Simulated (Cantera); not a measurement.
## Adiabatic ignition

An adiabatic, constant-volume homogeneous reactor starts with CO : H₂ : O₂ : N₂ = 1 : 0.44 : 1.01 : 5.3 (molar parts), at 950 K and 0.470 bar.

Cantera simulation using GRI-Mech 3.0 (53 species, 325 reactions); the numbers are that mechanism's predictions, not measurements.

```tsv
t (s)	T (K)	P (bar)	x CO	x H₂	x O₂	x O	x NO	x N₂O	x H₂O
9.00e-6	950	0.470	0.129	0.0568	0.130	1.90e-11	<1e-12	<1e-12	2.72e-12
1.84e-5	950	0.470	0.129	0.0568	0.130	3.47e-11	<1e-12	<1e-12	1.39e-11
3.76e-5	950	0.470	0.129	0.0568	0.130	6.57e-11	<1e-12	<1e-12	6.79e-11
7.69e-5	950	0.470	0.129	0.0568	0.130	1.53e-10	<1e-12	<1e-12	3.53e-10
0.000157	950	0.470	0.129	0.0568	0.130	5.61e-10	<1e-12	<1e-12	2.34e-9
0.000321	950	0.470	0.129	0.0568	0.130	5.58e-9	<1e-12	<1e-12	3.19e-8
0.000656	950	0.470	0.129	0.0568	0.130	5.31e-7	<1e-12	<1e-12	3.27e-6
0.00134	1991	0.934	0.0463	0.00491	0.0580	0.0145	4.33e-5	2.09e-7	0.0452
0.00274	2465	1.12	0.0193	0.00146	0.0476	0.00300	0.000742	4.91e-7	0.0562
0.00561	2479	1.13	0.0178	0.00134	0.0463	0.00267	0.00227	5.05e-7	0.0566
0.0115	2475	1.13	0.0177	0.00133	0.0451	0.00258	0.00469	5.11e-7	0.0567
0.0234	2470	1.12	0.0175	0.00133	0.0437	0.00248	0.00747	5.26e-7	0.0568
0.0479	2467	1.12	0.0174	0.00132	0.0429	0.00242	0.00916	5.38e-7	0.0569
0.0978	2467	1.12	0.0174	0.00132	0.0427	0.00241	0.00949	5.41e-7	0.0569
0.200	2467	1.12	0.0174	0.00132	0.0427	0.00241	0.00950	5.41e-7	0.0569
```
x: mole fraction; the columns are a selection and need not sum to one.

```yaml
time_of_steepest_temperature_rise: 1.18 ms
temperature at 0.200 s: 2467 K
equilibrium_temperature: 2467 K
x(CO) at 0.200 s: 0.0174 (gas-phase equilibrium 0.0174)
x(H₂) at 0.200 s: 0.00132 (gas-phase equilibrium 0.00132)
x(O₂) at 0.200 s: 0.0427 (gas-phase equilibrium 0.0427)
```
